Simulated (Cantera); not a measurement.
Charge: 1 mol CO2, 0.068 mol SO2, 3.4 mol H2, held at 0.100 bar.

Equilibrium computed with Cantera from the NASA thermochemical tables; the gas is ideal and each condensed phase is pure. Candidate condensed phases: C, C6H6, C7H8, C8H18, H2O, H2SO4, S; 123 gas species. Equilibrium is a limit: real reactors are often held back by kinetics, nucleation or transport. All values below are at 650 K.

Base state: H2O 0.401, H2 0.270, CH4 0.177, CO2 0.125, H2S 0.0209, CO 0.00542, COS 1.53e-5 (mole fractions); condensed: gas only.

**Question.** What changes in the equilibrium state with this change: pressure from 0.100 bar to 56.0 mbar?

**Answer.** 
```csv
species,before,after
H2O,0.401,0.360
H2,0.270,0.325
CH4,0.177,0.154
CO2,0.125,0.134
H2S,0.0209,0.0202
CO,0.00542,0.00776
COS,1.53e-5,1.76e-5
"C(graphite), mol",0,0.00762
```
